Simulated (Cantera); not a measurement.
A closed system holds: 1 mol Cu2O, 1.8 mol CO, 17 mol H2, held at 1300 K.

Equilibrium computed with Cantera from the NASA thermochemical tables; the gas is ideal and each condensed phase is pure. Candidate condensed phases: C, C6H6, C7H8, C8H18, Cu, CuO, Cu(OH)2, Cu2O, H2O; 113 gas species. The numbers say what is thermodynamically allowed, not how fast it happens.

Problem. At 56000 Pa, list the 4 most abundant gas species with their mole fractions, and the condensed phases.

Solution. H2 0.854, CO 0.0926, H2O 0.0501, CO2 0.00308. Condensed: Cu(s).
